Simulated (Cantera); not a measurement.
A Cantera script and what it prints.

```python
import numpy as np
import cantera as ct

gas_names = [...]  # 113 gases of nasa_gas.yaml made of C, H, O, Ta
cond_names = """
    C(gr) C6H6(L) C7H8(L) C8H18(L),n-octa H2O(s) H2O(L) Ta(cr) Ta(L) TaC(s) TaC(L) Ta2O5(s) Ta2O5(L)
""".split()


# ... load() reads the species with a 1 bar reference pressure and builds the phases ...
atoms = {
    'Ta2O5': {'Ta': 2, 'O': 5},
    'CH4': {'C': 1, 'H': 4},
    'CO': {'C': 1, 'O': 1},
}
top_T = {'C(gr)': 4500}  # K; cautious upper limits of use, not melting points


# ... equilibrate(T, P, feed) seeds the gas with the atoms and calls Mixture.equilibrate('TP', solver="vcs", rtol=1e-11, max_steps=5000) ...
results = []
P = 560  # Pa
for T in [873, 973, 1073, 1173, 1273, 1373, 1473, 1573, 1673, 1773, 1873, 1973]:
    for m in [0.1, 0.14, 0.2, 0.27, 0.38, 0.52, 0.72, 1, 1.4, 1.9, 2.6]:
        feed = {'Ta2O5': 1, 'CH4': 1.5, 'CO': m}  # mol
        mix = equilibrate(T, P, feed)
        results.append((T, P, feed, dict(zip(mix.species_names, mix.species_moles))))

for T, P, feed, n in results:
    print(f"{T:7g} {feed['CO']:10.4g}  " + (" + ".join(c for c in cond_names if n.get(c, 0) > 1e-12) or "gas only"))
```

It prints:

```
    873        0.1  C(gr) + Ta2O5(s)
    873       0.14  C(gr) + Ta2O5(s)
    873        0.2  C(gr) + Ta2O5(s)
    873       0.27  C(gr) + Ta2O5(s)
    873       0.38  C(gr) + Ta2O5(s)
    873       0.52  C(gr) + Ta2O5(s)
    873       0.72  C(gr) + Ta2O5(s)
    873          1  C(gr) + Ta2O5(s)
    873        1.4  C(gr) + Ta2O5(s)
    873        1.9  C(gr) + Ta2O5(s)
    873        2.6  C(gr) + Ta2O5(s)
    973        0.1  C(gr) + TaC(s) + Ta2O5(s)
    973       0.14  C(gr) + Ta2O5(s)
    973        0.2  C(gr) + Ta2O5(s)
    973       0.27  C(gr) + Ta2O5(s)
    973       0.38  C(gr) + Ta2O5(s)
    973       0.52  C(gr) + Ta2O5(s)
    973       0.72  C(gr) + Ta2O5(s)
    973          1  C(gr) + Ta2O5(s)
    973        1.4  C(gr) + Ta2O5(s)
    973        1.9  C(gr) + Ta2O5(s)
    973        2.6  C(gr) + Ta2O5(s)
   1073        0.1  TaC(s) + Ta2O5(s)
   1073       0.14  TaC(s) + Ta2O5(s)
   1073        0.2  TaC(s) + Ta2O5(s)
   1073       0.27  TaC(s) + Ta2O5(s)
   1073       0.38  TaC(s) + Ta2O5(s)
   1073       0.52  TaC(s) + Ta2O5(s)
   1073       0.72  TaC(s) + Ta2O5(s)
   1073          1  TaC(s) + Ta2O5(s)
   1073        1.4  TaC(s) + Ta2O5(s)
   1073        1.9  TaC(s) + Ta2O5(s)
   1073        2.6  C(gr) + TaC(s) + Ta2O5(s)
   1173        0.1  TaC(s) + Ta2O5(s)
   1173       0.14  TaC(s) + Ta2O5(s)
   1173        0.2  TaC(s) + Ta2O5(s)
   1173       0.27  TaC(s) + Ta2O5(s)
   1173       0.38  TaC(s) + Ta2O5(s)
   1173       0.52  TaC(s) + Ta2O5(s)
   1173       0.72  TaC(s) + Ta2O5(s)
   1173          1  TaC(s) + Ta2O5(s)
   1173        1.4  TaC(s) + Ta2O5(s)
   1173        1.9  TaC(s) + Ta2O5(s)
   1173        2.6  TaC(s) + Ta2O5(s)
   1273        0.1  TaC(s) + Ta2O5(s)
   1273       0.14  TaC(s) + Ta2O5(s)
   1273        0.2  TaC(s) + Ta2O5(s)
   1273       0.27  TaC(s) + Ta2O5(s)
   1273       0.38  TaC(s) + Ta2O5(s)
   1273       0.52  TaC(s) + Ta2O5(s)
   1273       0.72  TaC(s) + Ta2O5(s)
   1273          1  TaC(s) + Ta2O5(s)
   1273        1.4  TaC(s) + Ta2O5(s)
   1273        1.9  TaC(s) + Ta2O5(s)
   1273        2.6  TaC(s) + Ta2O5(s)
   1373        0.1  TaC(s) + Ta2O5(s)
   1373       0.14  TaC(s) + Ta2O5(s)
   1373        0.2  TaC(s) + Ta2O5(s)
   1373       0.27  TaC(s) + Ta2O5(s)
   1373       0.38  TaC(s) + Ta2O5(s)
   1373       0.52  TaC(s) + Ta2O5(s)
   1373       0.72  TaC(s) + Ta2O5(s)
   1373          1  TaC(s) + Ta2O5(s)
   1373        1.4  TaC(s) + Ta2O5(s)
   1373        1.9  TaC(s) + Ta2O5(s)
   1373        2.6  TaC(s) + Ta2O5(s)
   1473        0.1  TaC(s) + Ta2O5(s)
   1473       0.14  TaC(s) + Ta2O5(s)
   1473        0.2  TaC(s) + Ta2O5(s)
   1473       0.27  TaC(s) + Ta2O5(s)
   1473       0.38  TaC(s) + Ta2O5(s)
   1473       0.52  TaC(s) + Ta2O5(s)
   1473       0.72  TaC(s) + Ta2O5(s)
   1473          1  TaC(s) + Ta2O5(s)
   1473        1.4  TaC(s) + Ta2O5(s)
   1473        1.9  TaC(s) + Ta2O5(s)
   1473        2.6  TaC(s) + Ta2O5(s)
   1573        0.1  TaC(s) + Ta2O5(s)
   1573       0.14  TaC(s) + Ta2O5(s)
   1573        0.2  TaC(s) + Ta2O5(s)
   1573       0.27  TaC(s) + Ta2O5(s)
   1573       0.38  TaC(s) + Ta2O5(s)
   1573       0.52  TaC(s) + Ta2O5(s)
   1573       0.72  TaC(s) + Ta2O5(s)
   1573          1  TaC(s) + Ta2O5(s)
   1573        1.4  TaC(s) + Ta2O5(s)
   1573        1.9  TaC(s) + Ta2O5(s)
   1573        2.6  TaC(s) + Ta2O5(s)
   1673        0.1  TaC(s) + Ta2O5(s)
   1673       0.14  TaC(s) + Ta2O5(s)
   1673        0.2  TaC(s) + Ta2O5(s)
   1673       0.27  TaC(s) + Ta2O5(s)
   1673       0.38  TaC(s) + Ta2O5(s)
   1673       0.52  TaC(s) + Ta2O5(s)
   1673       0.72  TaC(s) + Ta2O5(s)
   1673          1  TaC(s) + Ta2O5(s)
   1673        1.4  TaC(s) + Ta2O5(s)
   1673        1.9  TaC(s) + Ta2O5(s)
   1673        2.6  TaC(s) + Ta2O5(s)
   1773        0.1  TaC(s) + Ta2O5(s)
   1773       0.14  TaC(s) + Ta2O5(s)
   1773        0.2  TaC(s) + Ta2O5(s)
   1773       0.27  TaC(s) + Ta2O5(s)
   1773       0.38  TaC(s) + Ta2O5(s)
   1773       0.52  TaC(s) + Ta2O5(s)
   1773       0.72  TaC(s) + Ta2O5(s)
   1773          1  TaC(s) + Ta2O5(s)
   1773        1.4  TaC(s) + Ta2O5(s)
   1773        1.9  TaC(s) + Ta2O5(s)
   1773        2.6  TaC(s) + Ta2O5(s)
   1873        0.1  TaC(s) + Ta2O5(s)
   1873       0.14  TaC(s) + Ta2O5(s)
   1873        0.2  TaC(s) + Ta2O5(s)
   1873       0.27  TaC(s) + Ta2O5(s)
   1873       0.38  TaC(s) + Ta2O5(s)
   1873       0.52  TaC(s) + Ta2O5(s)
   1873       0.72  TaC(s) + Ta2O5(s)
   1873          1  TaC(s) + Ta2O5(s)
   1873        1.4  TaC(s) + Ta2O5(s)
   1873        1.9  TaC(s) + Ta2O5(s)
   1873        2.6  TaC(s) + Ta2O5(s)
   1973        0.1  Ta(cr) + Ta2O5(s)
   1973       0.14  Ta(cr) + Ta2O5(s)
   1973        0.2  Ta(cr) + Ta2O5(s)
   1973       0.27  Ta(cr) + Ta2O5(s)
   1973       0.38  Ta(cr) + Ta2O5(s)
   1973       0.52  Ta(cr) + Ta2O5(s)
   1973       0.72  Ta(cr) + Ta2O5(s)
   1973          1  Ta(cr) + TaC(s) + Ta2O5(s)
   1973        1.4  TaC(s) + Ta2O5(s)
   1973        1.9  TaC(s) + Ta2O5(s)
   1973        2.6  TaC(s) + Ta2O5(s)
```

Equilibrium computed with Cantera from the NASA thermochemical tables; the gas is ideal and each condensed phase is pure. Mutual solubility and eutectic melting of coexisting phases are not modelled. TaC: taken at fixed stoichiometry. Condensed phases not in the tables: Ta2C, N, O or C dissolved in the metal.
